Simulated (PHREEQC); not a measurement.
# Metal-bearing waste water: an equilibrium model

A solution holds 0.0016 mol/kgw CuSO4, 0.14 mol/kgw ZnCl2 and 0.0011 mol/kgw HCl, at 60 °C. Closed to the air; pH follows from the charge balance.

Model: ion-association model, phreeqc.dat, run in PHREEQC.

```
Property                  Result
-----------------  -------------
pH                          3.09
ionic strength     0.309 mol/kgw
activity of water          0.994
density              1.000 g/cm³
total alkalinity    -1.10 meq/kg
```

```tsv
species	molality	activity	log γ
Cl-	0.217	0.145	-0.176
Zn+2	0.0855	0.0201	-0.629
ZnCl+	0.0466	0.0312	-0.174
ZnCl2	0.00501	0.00537	0.031
ZnCl3-	0.00158	0.00105	-0.174
H+	0.00106	0.000816	-0.113
Cu+2	0.000899	0.000240	-0.574
ZnSO4	0.000865	0.000929	0.031
SO4-2	0.000678	0.000155	-0.641
CuCl+	0.000648	0.000434	-0.174
ZnCl4-2	0.000418	9.83e-5	-0.629
CuCl2	4.42e-5	4.74e-5	0.031
```

Precipitation was switched off in this run. Species that the database lacks are ignored. Away from 25 °C the constants follow the database's enthalpies or fits; those with neither stay at their 25 °C values.
